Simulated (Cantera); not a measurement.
A perfectly stirred reactor is fed with 1.40 % CH₄, 0.106 % C₂H₆, 1.33 % C₃H₈, 20.4 % O₂, 76.8 % N₂, equivalence ratio 0.48, at 0.750 bar; it is adiabatic with a 575 K inlet, and is followed from long to short residence time, starting on the burning branch (τ in s: 0.12, 0.057, 0.027, 0.013, 0.0062, 0.003, 0.0014, 0.00068, 0.00033, 0.00016, 7.4e-05, 3.6e-05).

Model: GRI-Mech 3.0 (53 species, 325 reactions), integrated in Cantera. GRI-Mech 3.0 was tuned for natural gas; its chemistry of propane as a main component is partial and can be far from experiment.

One state of this run: T (K) = 1591; x CH₄ = 7.00e-5; x C₂H₆ = 1.31e-6; x C₃H₈ = 1.55e-5; x HCN = 1.14e-8; x NO₂ = 3.29e-9. x: mole fraction; the columns are a selection and need not sum to one.

Problem. Which value of τ (s) does it belong to?
A) 0.00068
B) 0.0014
C) 0.00016
D) 0.00033

Solution. B, 0.0014
